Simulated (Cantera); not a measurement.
Input: 1 mol CO2, 2.2 mol O2, 0.55 mol N2, at 85.0 mbar.

Equilibrium computed with Cantera from the NASA thermochemical tables; the gas is ideal and each condensed phase is pure. Candidate condensed phases: C; 24 gas species. The numbers say what is thermodynamically allowed, not how fast it happens. All values below are at 3052 °C.

Base state: O 0.494, O2 0.216, CO 0.158, N2 0.0873, NO 0.0230, CO2 0.0222, N 9.37e-5 (mole fractions); condensed: gas only.

Question: What changes in the equilibrium state with this change: 0.039 mol NH3 added?

Answer: 
```csv
species,before,after
O,0.494,0.484
O2,0.216,0.208
CO,0.158,0.155
H,0,0.0138
CO2,0.0222,0.0213
N2,0.0873,0.0888
NO,0.0230,0.0227
OH,0,0.00634
H2O,0,0.000118
```
Further candidate phases: C6H6, C7H8, C8H18, H2O.

Question: What changes in the equilibrium state with this change: pressure from 85.0 mbar to 13.3 mbar?

Answer: 
```tsv
species	before	after
O	0.494	0.688
CO	0.158	0.150
N2	0.0873	0.0790
O2	0.216	0.0658
CO2	0.0222	0.00462
NO	0.0230	0.0121
N	9.37e-5	0.000225
```
